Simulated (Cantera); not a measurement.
# Adiabatic ignition

An adiabatic, constant-pressure homogeneous reactor starts with 18.5 % CH4, 1.61 % C2H6, 16.8 % O2, 63.1 % N2, at 1148 K and 760 Torr.

Computed with Cantera and GRI-Mech 3.0 (53 species, 325 reactions).

```json
[
 {"t (s)": "8.00e-6", "T (K)": "1148", "x CH4": "0.185", "x C2H6": "0.0161", "x O2": "0.168", "x OH": "9.00e-12", "x O": "3.51e-12", "x CH2": "<1e-12", "x HO2": "4.42e-9"},
 {"t (s)": "1.80e-5", "T (K)": "1148", "x CH4": "0.185", "x C2H6": "0.0161", "x O2": "0.168", "x OH": "2.06e-11", "x O": "8.08e-12", "x CH2": "<1e-12", "x HO2": "1.13e-8"},
 {"t (s)": "4.04e-5", "T (K)": "1148", "x CH4": "0.185", "x C2H6": "0.0161", "x O2": "0.168", "x OH": "4.67e-11", "x O": "1.82e-11", "x CH2": "<1e-12", "x HO2": "3.25e-8"},
 {"t (s)": "9.09e-5", "T (K)": "1148", "x CH4": "0.185", "x C2H6": "0.0161", "x O2": "0.168", "x OH": "1.07e-10", "x O": "4.03e-11", "x CH2": "<1e-12", "x HO2": "1.07e-7"},
 {"t (s)": "0.000204", "T (K)": "1148", "x CH4": "0.185", "x C2H6": "0.0161", "x O2": "0.168", "x OH": "2.68e-10", "x O": "8.90e-11", "x CH2": "<1e-12", "x HO2": "3.91e-7"},
 {"t (s)": "0.000460", "T (K)": "1148", "x CH4": "0.185", "x C2H6": "0.0161", "x O2": "0.168", "x OH": "8.53e-10", "x O": "2.13e-10", "x CH2": "<1e-12", "x HO2": "1.41e-6"},
 {"t (s)": "0.00103", "T (K)": "1148", "x CH4": "0.185", "x C2H6": "0.0160", "x O2": "0.168", "x OH": "3.75e-9", "x O": "6.87e-10", "x CH2": "<1e-12", "x HO2": "4.49e-6"},
 {"t (s)": "0.00232", "T (K)": "1148", "x CH4": "0.184", "x C2H6": "0.0160", "x O2": "0.168", "x OH": "1.92e-8", "x O": "3.15e-9", "x CH2": "2.97e-12", "x HO2": "1.09e-5"},
 {"t (s)": "0.00522", "T (K)": "1150", "x CH4": "0.184", "x C2H6": "0.0157", "x O2": "0.168", "x OH": "4.58e-8", "x O": "7.27e-9", "x CH2": "1.10e-11", "x HO2": "1.68e-5"},
 {"t (s)": "0.0117", "T (K)": "1165", "x CH4": "0.181", "x C2H6": "0.0144", "x O2": "0.164", "x OH": "1.92e-7", "x O": "2.90e-8", "x CH2": "8.89e-11", "x HO2": "3.84e-5"},
 {"t (s)": "0.0264", "T (K)": "1990", "x CH4": "0.00367", "x C2H6": "6.99e-7", "x O2": "1.58e-8", "x OH": "3.92e-5", "x O": "6.49e-8", "x CH2": "1.31e-6", "x HO2": "1.64e-11"},
 {"t (s)": "0.0594", "T (K)": "1966", "x CH4": "0.00183", "x C2H6": "1.37e-7", "x O2": "6.83e-9", "x OH": "2.30e-5", "x O": "4.02e-8", "x CH2": "3.58e-7", "x HO2": "6.05e-12"},
 {"t (s)": "0.133", "T (K)": "1954", "x CH4": "0.000506", "x C2H6": "9.45e-9", "x O2": "4.63e-9", "x OH": "1.81e-5", "x O": "3.12e-8", "x CH2": "7.19e-8", "x HO2": "3.90e-12"},
 {"t (s)": "0.300", "T (K)": "1951", "x CH4": "1.25e-5", "x C2H6": "5.90e-12", "x O2": "4.27e-9", "x OH": "1.73e-5", "x O": "2.95e-8", "x CH2": "1.63e-9", "x HO2": "3.58e-12"}
]
```
x: mole fraction; the columns are a selection and need not sum to one.

| Quantity | Result |
|---|---|
| time of steepest temperature rise | 17.6 ms |
| temperature at 0.300 s | 1951 K |
| equilibrium temperature | 1950 K |
| x(CH4) at 0.300 s | 1.25e-5 (gas-phase equilibrium 2.05e-9) |
| x(C2H6) at 0.300 s | 5.90e-12 (gas-phase equilibrium <1e-12) |
| x(O2) at 0.300 s | 4.27e-9 (gas-phase equilibrium 4.30e-9) |
